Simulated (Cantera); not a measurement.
A closed system holds: 1 mol Si₃N₄, 1 mol CO₂, 230 mol H₂, 0.033 mol N₂O, equilibrated at 480000 Pa.

Method: chemical equilibrium by Gibbs-energy minimisation in Cantera with the NASA 1993 tables (ideal gas, pure condensed phases). Candidate condensed phases: C, C₆H₆, C₇H₈, C₈H₁₈, H₂O, Si, SiC, SiO₂, Si₂N₂O, Si₃N₄; 151 gas species. Mutual solubility and eutectic melting of coexisting phases are not modelled. The tables hold silica as quartz up to 1696 K and as liquid above; real silica turns to tridymite and cristobalite and melts near 1996 K. The numbers say what is thermodynamically allowed, not how fast it happens. All values below are at 1323 K.

Base state: H₂ 0.993, CH₄ 0.00393, N₂ 0.00290, CO 0.000419, H₂O 0.000120, NH₃ 2.90e-5 (mole fractions); condensed: SiO₂(β-quartz) + Si₂N₂O(s).

**Question.** What changes in the equilibrium state with this change: H₂ from 230 to 52 mol?

**Answer.** 
| species | before | after |
|---|---|---|
| H₂ | 0.993 | 0.968 |
| CH₄ | 0.00393 | 0.0162 |
| N₂ | 0.00290 | 0.0126 |
| HCN | 1.68e-6 | 1.50e-5 |
| CO | 0.000419 | 0.00297 |
| NH₃ | 2.90e-5 | 5.81e-5 |
| H₂O | 0.000120 | 0.000190 |
| SiO₂(β-quartz), mol | 0.273 | 0.246 |
| Si₂N₂O(s), mol | 1.36 | 1.38 |
